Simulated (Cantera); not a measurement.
**Thermodynamics of silicon carbide growth, feed Si(CH₃)₄ + C₂H₂ + H₂**

A closed system holds: 1 mol Si(CH₃)₄, 0.36 mol C₂H₂, 330 mol H₂, held at 1200 K.

Equilibrium computed with Cantera from the NASA thermochemical tables; the gas is ideal and each condensed phase is pure. Candidate condensed phases: C, C₆H₆, C₇H₈, C₈H₁₈, Si, SiC; 87 gas species. Kinetics and transport are ignored.

From 100 Pa to 42000 Pa the condensed part is C(graphite) + SiC(s). At 100000 Pa the condensed part is SiC(s).

```csv
P (Pa),log p H₂,log p CH₄,log p H,log p C₂H₄,log p C₂H₂ (acetylene),log p C₂H₆,log p CH₃,log p SiH₄,n C(graphite),n SiC(s)
100,-3.00,-7.80,-8.20,-11.90,-9.99,<-15,-11.73,-14.96,3.71,1.00
240,-2.62,-7.04,-8.01,-11.14,-9.61,-14.58,-11.16,-14.20,3.71,1.00
560,-2.25,-6.31,-7.83,-10.41,-9.24,-13.47,-10.60,-13.46,3.69,1.00
1300,-1.89,-5.57,-7.65,-9.67,-8.87,-12.37,-10.06,-12.73,3.65,1.00
3200,-1.50,-4.79,-7.45,-8.89,-8.48,-11.20,-9.47,-11.95,3.55,1.00
7500,-1.13,-4.05,-7.27,-8.15,-8.11,-10.09,-8.91,-11.21,3.32,1.00
18000,-0.75,-3.29,-7.08,-7.39,-7.73,-8.95,-8.34,-10.45,2.77,1.00
42000,-0.38,-2.56,-6.89,-6.66,-7.37,-7.85,-7.80,-9.72,1.53,1.00
100000,0.00,-1.95,-6.71,-6.19,-7.27,-7.01,-7.37,-8.83,0,1.000
```
log p: log10 of the partial pressure in bar; n: condensed amount in mol.
